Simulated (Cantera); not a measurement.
## Premixed flame

A freely propagating, adiabatic, planar premixed flame of H2 : O2 : N2 = 1 : 0.455 : 2.14 (molar parts), unburnt at 300 K and 1.01 bar; mixture-averaged transport, grid criteria slope 0.08 and curve 0.16, no radiation.

Cantera simulation using the H2/O2 subset of GRI-Mech 3.0, which has no nitrogen chemistry; the numbers are that mechanism's predictions, not measurements. Burning velocities carry a grid error of a few per cent, more on coarse grids.

```json
[
 {"z (mm)": "-1.06", "T (K)": "300", "u (m/s)": "1.94", "x H2": "0.278", "x O2": "0.127", "x OH": "<1e-8", "x H2O2": "<1e-8", "x H2O": "<1e-8", "x H": "<1e-8"},
 {"z (mm)": "-0.706", "T (K)": "300", "u (m/s)": "1.94", "x H2": "0.278", "x O2": "0.127", "x OH": "<1e-8", "x H2O2": "<1e-8", "x H2O": "<1e-8", "x H": "<1e-8"},
 {"z (mm)": "-0.530", "T (K)": "300", "u (m/s)": "1.94", "x H2": "0.278", "x O2": "0.127", "x OH": "<1e-8", "x H2O2": "<1e-8", "x H2O": "3.28e-8", "x H": "<1e-8"},
 {"z (mm)": "-0.353", "T (K)": "300", "u (m/s)": "1.94", "x H2": "0.278", "x O2": "0.127", "x OH": "<1e-8", "x H2O2": "1.08e-8", "x H2O": "8.03e-7", "x H": "<1e-8"},
 {"z (mm)": "-0.177", "T (K)": "313", "u (m/s)": "2.01", "x H2": "0.269", "x O2": "0.128", "x OH": "1.86e-6", "x H2O2": "5.00e-6", "x H2O": "0.000268", "x H": "4.82e-8"},
 {"z (mm)": "-0.0883", "T (K)": "516", "u (m/s)": "3.20", "x H2": "0.236", "x O2": "0.127", "x OH": "0.000601", "x H2O2": "0.000110", "x H2O": "0.0140", "x H": "0.000641"},
 {"z (mm)": "0", "T (K)": "973", "u (m/s)": "5.85", "x H2": "0.168", "x O2": "0.103", "x OH": "0.00127", "x H2O2": "3.09e-5", "x H2O": "0.0742", "x H": "0.0121"},
 {"z (mm)": "0.0883", "T (K)": "1312", "u (m/s)": "7.78", "x H2": "0.0962", "x O2": "0.0594", "x OH": "0.00367", "x H2O2": "4.17e-6", "x H2O": "0.158", "x H": "0.0300"},
 {"z (mm)": "0.177", "T (K)": "1500", "u (m/s)": "8.85", "x H2": "0.0575", "x O2": "0.0296", "x OH": "0.00645", "x H2O2": "2.66e-6", "x H2O": "0.210", "x H": "0.0375"},
 {"z (mm)": "0.353", "T (K)": "1672", "u (m/s)": "9.79", "x H2": "0.0430", "x O2": "0.0156", "x OH": "0.00889", "x H2O2": "1.41e-6", "x H2O": "0.236", "x H": "0.0327"},
 {"z (mm)": "0.706", "T (K)": "1824", "u (m/s)": "10.6", "x H2": "0.0407", "x O2": "0.0113", "x OH": "0.00962", "x H2O2": "6.73e-7", "x H2O": "0.247", "x H": "0.0226"},
 {"z (mm)": "1.41", "T (K)": "1953", "u (m/s)": "11.2", "x H2": "0.0375", "x O2": "0.00791", "x OH": "0.00906", "x H2O2": "3.54e-7", "x H2O": "0.258", "x H": "0.0144"},
 {"z (mm)": "2.83", "T (K)": "2054", "u (m/s)": "11.7", "x H2": "0.0335", "x O2": "0.00504", "x OH": "0.00762", "x H2O2": "2.07e-7", "x H2O": "0.269", "x H": "0.00866"}
]
```
x: mole fraction of selected species; z is measured from the peak of heat release.

- laminar burning velocity = 194 cm/s
- thermal thickness = 0.353 mm
- peak x(OH) = 0.00962
- peak x(H2O2) = 0.000115
- peak x(H) = 0.0375
- grid points = 120
